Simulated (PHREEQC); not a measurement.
Dissolve 0.021 mol/kgw NaH2PO4 and 0.19 mol/kgw K2HPO4 at 20 °C. Closed to the air; pH follows from the charge balance.

Equilibrium calculation in PHREEQC: ion-association model, wateq4f.dat.

Task: The ionic strength comes out as 0.543 mol/kgw. What activity coefficients do KHPO4-, HPO4-2, Na+, PO4-3, H2PO4- get?

Result: KHPO4- 0.69, HPO4-2 0.21, Na+ 0.71, PO4-3 0.030, H2PO4- 0.69.

No solid was allowed to form. Complexes and solids missing from the database can't appear. H3PO4, which wateq4f.dat lacks, is added to it with the constant of phreeqc.dat.
